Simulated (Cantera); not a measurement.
# Ignition delay

Mixture: CH4 : CO : O2 : N2 : CO2 = 1 : 0.23 : 1.92 : 13.5 : 1.9 (molar parts), equivalence ratio 1.1, at 1400000 Pa, adiabatic and at constant volume. Ignition delay is the time to a rise of 400 K.

Detailed kinetics in Cantera: GRI-Mech 3.0 (53 species, 325 reactions). The pressure lies above the range GRI-Mech 3.0 was tuned for (to about 10 atm).

```csv
T0 (K),delay (ms)
1100,35.9
1150,17.3
1200,8.82
1250,4.73
1300,2.63
1350,1.51
1400,0.882
1450,0.526
1500,0.318
```

The apparent activation energy between 1400 and 1500 K comes out as 180 kJ/mol.
